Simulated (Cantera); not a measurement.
A perfectly stirred reactor is fed with CH4 : H2 = 1 : 80 (molar parts), at 34.5 Torr; it is held at 1575 K, and followed from long to short residence time.

Detailed kinetics in Cantera: GRI-Mech 3.0 (53 species, 325 reactions). GRI-Mech 3.0 stops at C3 and has no aromatics, soot or wall deposition, so with more carbon than oxygen in the feed, carbon stays in small species such as C2H2 where larger ones or solid carbon would form. Radical loss at walls, strong at low pressure, is not modelled.

Problem. What does this change do: H2 80 to 350 parts?

Solution. 
| quantity | before | after |
|---|---|---|
| x(CH4) at τ = 6.30 s | 0.00912 | 0.00258 |
| x(H2) at τ = 6.30 s | 0.989 | 0.997 |
| x(H) at τ = 6.30 s | 0.000184 | 0.000187 |
| x(CH3) at τ = 6.30 s | 3.44e-5 | 9.83e-6 |
| x(C2H2) at τ = 6.30 s | 0.00156 | 0.000128 |
| x(CH4) at τ = 22.0 ms | 0.0123 | 0.00285 |
| x(H2) at τ = 22.0 ms | 0.988 | 0.997 |
| x(H) at τ = 22.0 ms | 4.74e-5 | 1.39e-5 |
| x(CH3) at τ = 22.0 ms | 1.20e-5 | 8.09e-7 |
| x(C2H2) at τ = 22.0 ms | 2.05e-7 | 5.17e-10 |
